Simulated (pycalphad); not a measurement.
## Freezing of Si-Al alloys with rising Al

All values are pycalphad results on the COST 507 light-alloy database (1999) (1 atm), not direct measurements. These are 1990s assessments: newer ones move some temperatures and phases. Phase fractions are per mole of atoms.

Scheil-Gulliver runs (no diffusion in the solid, steps of 4 K) beside full equilibrium.

```csv
alloy,liquidus (K),"Scheil, half solid (K)","Scheil, 80 % solid (K)","Scheil, invariant end (K)",liquid left at that end,equilibrium solidus (K)
Si-26.95Al (wt.%),1530,1277,at the invariant end,850,0.32,850
Si-40.66Al (wt.%),1417,924,at the invariant end,850,0.47,850
Si-54.51Al (wt.%),…,at the invariant end,at the invariant end,850,…,850
Si-82.68Al (wt.%),924,at the invariant end,at the invariant end,850,0.95,850
```

### Question
Fill in the missing entries.

### Answer

- Si-54.51Al (wt.%), liquidus (K): 1277
- Si-54.51Al (wt.%), liquid left at that end: 0.63
